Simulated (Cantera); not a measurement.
An adiabatic, constant-pressure homogeneous reactor starts with 4.67 % CH4, 1.07 % H2, 11.1 % O2, 83.1 % N2, at 1050 K and 4.90 bar.

Cantera simulation using GRI-Mech 3.0 (53 species, 325 reactions); the numbers are that mechanism's predictions, not measurements.

x: mole fraction; the columns are a selection and need not sum to one.

```json
[
 {"t (s)": "5.00e-6", "T (K)": "1050", "x CH4": "0.0467", "x H2": "0.0107", "x O2": "0.111", "x OH": "1.27e-12", "x CH3": "2.71e-10"},
 {"t (s)": "1.42e-5", "T (K)": "1050", "x CH4": "0.0467", "x H2": "0.0107", "x O2": "0.111", "x OH": "1.72e-12", "x CH3": "7.78e-10"},
 {"t (s)": "4.06e-5", "T (K)": "1050", "x CH4": "0.0467", "x H2": "0.0107", "x O2": "0.111", "x OH": "2.96e-12", "x CH3": "___"},
 {"t (s)": "0.000116", "T (K)": "1050", "x CH4": "0.0467", "x H2": "0.0107", "x O2": "0.111", "x OH": "6.27e-12", "x CH3": "___"},
 {"t (s)": "0.000329", "T (K)": "1050", "x CH4": "0.0467", "x H2": "0.0107", "x O2": "0.111", "x OH": "1.49e-11", "x CH3": "___"},
 {"t (s)": "0.000937", "T (K)": "1050", "x CH4": "0.0467", "x H2": "0.0107", "x O2": "0.111", "x OH": "4.95e-11", "x CH3": "___"},
 {"t (s)": "0.00267", "T (K)": "1050", "x CH4": "0.0467", "x H2": "0.0107", "x O2": "0.111", "x OH": "7.58e-10", "x CH3": "___"},
 {"t (s)": "0.00760", "T (K)": "1057", "x CH4": "0.0460", "x H2": "0.0105", "x O2": "0.110", "x OH": "8.32e-8", "x CH3": "___"},
 {"t (s)": "0.0216", "T (K)": "2116", "x CH4": "<1e-12", "x H2": "0.000279", "x O2": "0.0125", "x OH": "0.00119", "x CH3": "<1e-12"},
 {"t (s)": "0.0616", "T (K)": "2115", "x CH4": "<1e-12", "x H2": "0.000279", "x O2": "0.0124", "x OH": "0.00118", "x CH3": "<1e-12"},
 {"t (s)": "0.176", "T (K)": "2114", "x CH4": "<1e-12", "x H2": "0.000280", "x O2": "0.0121", "x OH": "0.00116", "x CH3": "<1e-12"},
 {"t (s)": "0.500", "T (K)": "2112", "x CH4": "<1e-12", "x H2": "0.000281", "x O2": "0.0116", "x OH": "0.00114", "x CH3": "<1e-12"}
]
```

Question: Fill in the missing entries.

Answer: 
- 4.06e-5, x CH3: 2.17e-9
- 0.000116, x CH3: 5.75e-9
- 0.000329, x CH3: 1.42e-8
- 0.000937, x CH3: 3.94e-8
- 0.00267, x CH3: 3.70e-7
- 0.00760, x CH3: 8.66e-6
